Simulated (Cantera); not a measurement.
A closed system holds: 1 mol CH3Cl, 0.02 mol F2, at 3.20e-5 bar.

These are equilibrium values from Cantera (NASA tables, ideal gas, pure condensed phases), not measurements of a reactor. Candidate condensed phases: C, C6H6, C7H8, C8H18; 135 gas species. Ions and electrons are included (thermal ionisation). Kinetics and transport are ignored. All values below are at 4227 °C.

Base state: H 0.595, Cl 0.198, C 0.197, F 0.00793, e- 0.000957, C+ 0.000926, Cl+ 2.62e-5 (mole fractions); condensed: gas only.

Task: What changes in the equilibrium state with this change: F2 from 0.02 to 0.085 mol?

Result: 
```tsv
species	before	after
H	0.595	0.580
Cl	0.198	0.193
C	0.197	0.192
F	0.00793	0.0328
C+	0.000926	0.000914
Cl+	2.62e-5	2.59e-5
e-	0.000957	0.000945
```
